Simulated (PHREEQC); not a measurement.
Consider water at 25 °C with 0.068 mol/kgw Na2CO3. Closed to the air; pH follows from the charge balance.

Computed with PHREEQC (ion-association model, phreeqc.dat).

No solid was allowed to form.

Problem. Estimate the pH.

Solution. pH 11.22.

Problem. In which forms is Na present?

Solution. Na+ 80 %, NaCO3- 20 % of the Na.
